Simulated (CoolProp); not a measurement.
R227EA along the isobar 4.23 MPa: density (kg/m³) from the reference equation and from simpler models built on Tc = 101.8 °C, pc = 2.925 MPa, ω = 0.358; each cubic takes its own stable root.

Values from CoolProp's reference Helmholtz-energy equation of state, Lemmon 2016.

| T (°C) | phase | reference | Soave-Redlich-Kwong | Peng-Robinson |
|---|---|---|---|---|
| -60.55 | liquid | 1697 | 1559 | 1754 |
| -55.85 | liquid | ___ | ___ | 1742 |
| -51.25 | liquid | 1669 | 1537 | 1730 |
| -46.55 | liquid | ___ | 1525 | 1717 |
| -41.85 | liquid | 1641 | 1513 | 1704 |
| -37.25 | liquid | 1627 | 1501 | 1691 |
| -32.55 | liquid | 1612 | 1488 | 1678 |
| -27.85 | liquid | 1597 | 1475 | 1663 |
| -23.25 | liquid | ___ | 1462 | ___ |
| -18.55 | liquid | 1568 | 1449 | 1634 |
| -13.85 | liquid | 1552 | ___ | 1618 |
| -9.25 | liquid | 1537 | 1420 | 1603 |
| -4.55 | liquid | 1521 | ___ | 1586 |
| 0.15 | liquid | 1505 | 1389 | 1569 |
| 4.85 | liquid | 1489 | 1373 | 1551 |
| 9.45 | liquid | 1473 | 1357 | 1533 |

### Question
What belongs in the gaps?

### Answer

- -55.85, reference: 1683
- -55.85, Soave-Redlich-Kwong: 1548
- -46.55, reference: 1655
- -23.25, reference: 1583
- -23.25, Peng-Robinson: 1649
- -13.85, Soave-Redlich-Kwong: 1434
- -4.55, Soave-Redlich-Kwong: 1405
